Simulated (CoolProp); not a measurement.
Saturated liquid density (kg/m³) of tetradecamethylhexasiloxane (MD4M): the reference equation beside estimates from Tc = 380.0 °C, pc = 8.286 bar, ω = 0.800. Rackett uses Z = 0.29056 − 0.08775 ω.

The numbers come from the reference Helmholtz-energy equation of state, Thol 2019 in CoolProp.

| T (°C) | reference | Rackett | Soave-Redlich-Kwong | Peng-Robinson |
|---|---|---|---|---|
| 27.25 | 884.4 | 1130 | 740.3 | 828.7 |
| 49.75 | 862.7 | 1103 | 730.7 | 818.6 |
| 72.15 | ? | 1076 | ? | 807.4 |
| 94.55 | 819.0 | 1049 | 708.4 | ? |
| 116.95 | ? | 1020 | 695.5 | 781.3 |
| 139.45 | 774.2 | 990.7 | 681.1 | 765.9 |
| 161.85 | 751.0 | 960.1 | 665.1 | 748.8 |
| 184.25 | 727.2 | 928.3 | ? | 729.6 |
| 206.65 | 702.3 | ? | 627.1 | 707.8 |
| 229.15 | 676.2 | 859.6 | 604.3 | 682.8 |
| 251.55 | 648.5 | 822.1 | 578.3 | 654.1 |
| 273.95 | ? | 781.5 | 548.2 | 620.6 |
| 296.45 | 585.2 | 736.6 | 512.8 | 580.7 |

**Question.** Complete the blanks.

**Answer.** 
- 72.15, reference: 840.9
- 72.15, Soave-Redlich-Kwong: 720.1
- 94.55, Peng-Robinson: 795.0
- 116.95, reference: 796.9
- 184.25, Soave-Redlich-Kwong: 647.2
- 206.65, Rackett: 895.0
- 273.95, reference: 618.5

Absolute difference from the reference over all 13 rows, mean and median: Rackett 27.4 and 27.8 %, Soave-Redlich-Kwong 12.5 and 12.0 %, Peng-Robinson 2.0 and 1.0 %.
